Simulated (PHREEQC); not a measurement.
Hard or scaling water: an equilibrium model

Consider water at 25 °C with 0.006 mol MgCl2, 0.0025 mol CO2 and 0.0034 mol KCl per kg of water. Closed to the air; pH follows from the charge balance.

The numbers come from PHREEQC with the ion-association model, phreeqc.dat.

```yaml
pH: 4.47
ionic_strength: 0.0214 mol/kgw
specific_conductance: 1830 µS/cm
```

| species | molality | activity | log γ |
|---|---|---|---|
| Cl- | 0.0154 | 0.0133 | -0.063 |
| Mg+2 | 0.00600 | 0.00352 | -0.232 |
| K+ | 0.00340 | 0.00294 | -0.064 |
| CO2 | 0.00246 | 0.00247 | 0.002 |
| H+ | 3.85e-5 | 3.41e-5 | -0.052 |
| HCO3- | 3.69e-5 | 3.22e-5 | -0.059 |
| MgHCO3+ | 1.53e-6 | 1.33e-6 | -0.063 |
| (CO2)2 | 1.12e-7 | 1.12e-7 | 0.002 |

Precipitation was switched off in this run. Species that the database lacks are ignored.
